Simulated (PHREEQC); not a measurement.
A solution holds 28 mmol/kgw FeCl2, at 20 °C. It is in equilibrium with CO2 at log p = -3.4 (atm). Otherwise closed; pH follows from the charge balance.

All values are PHREEQC results (ion-association model, phreeqc.dat), not measurements.

Question: The ionic strength comes out as 0.0823 mol/kgw. What activity coefficients do H+, FeCl+, Fe+2, HCO3-, Cl- get?

Answer: H+ 0.83, FeCl+ 0.79, Fe+2 0.43, HCO3- 0.80, Cl- 0.78.

No solid was allowed to form.
